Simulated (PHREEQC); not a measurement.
Make-up at 25 °C: 0.0021 mol/kgw HCl, 0.028 mol/kgw Li2SO4 and 0.0007 mol/kgw Fe2(SO4)3. Closed to the air; pH follows from the charge balance.

Equilibrium calculation in PHREEQC: ion-association model, phreeqc.dat.

| quantity | before | after |
|---|---|---|
| pH | 3.03 | 3.56 |
| ionic strength (mol/kgw) | 0.0815 | 0.00898 |
| SO4-2 (mol/kgw) | 0.0251 | 0.00287 |
| HSO4- (mol/kgw) | 0.00115 | 5.74e-5 |
| FeSO4+ (mol/kgw) | 0.000989 | 3.55e-5 |
| Fe(SO4)2- (mol/kgw) | 0.000218 | 1.52e-6 |
| SI of Goethite (FeOOH) | +4.94 | +5.86 |
| SI of Hematite (Fe2O3) | +11.89 | +13.73 |

Q: What was changed between the two runs?
(A) Li2SO4 replaced by (NH4)2SO4 at the same molality
(B) diluted 5-fold with water
(C) HCl replaced by CuCl2 at the same molality
(D) diluted 10-fold with water
(E) Li2SO4 from 0.028 to 0.0028 mol/kgw

A: D, diluted 10-fold with water

This is a speciation only: nothing precipitates in the calculation. Some of these states are supersaturated (in Hematite (slow to form), Goethite (slow to form), for instance).
